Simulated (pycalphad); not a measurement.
Source of the numbers: pycalphad with the COST 507 light-alloy database (1999); pressure 1 atm. The data set is of 1999 and partly superseded. Amounts are mole fractions of atoms. Kinetics are ignored, which matters at the lower temperatures.

### Question
Give the equilibrium state of Ti-1.44Hf-3.14B (at.%) at 477 °C.

### Answer
```
T = 750.00 K, P = 101325 Pa, N = 1 mol of atoms
G = -34520 J/mol, H = 7568 J/mol, S = 56.12 J/(mol K)  (SER reference)
chemical potentials (J/mol): Ti -29620, Hf -59594, B -171913
phase             fraction      x(Ti)      x(Hf)       x(B)
HCP_A3              0.9380     0.9843     0.0153   0.000426
BM                  0.0620     0.4995   0.000544     0.5000
```

### Question
Give the equilibrium state of Ti-1.44Hf-3.14B (at.%) at 1177 °C.

### Answer
bcc, fraction 0.940, with 1.5 Hf, 0.17 B at.%; BM, fraction 0.060, with 0.11 Hf, 50.0 B at.%.

Database names, with the compositions (at.%) that they take in these runs: BM: Ti 50 B 50. HCP_A3 is hcp.
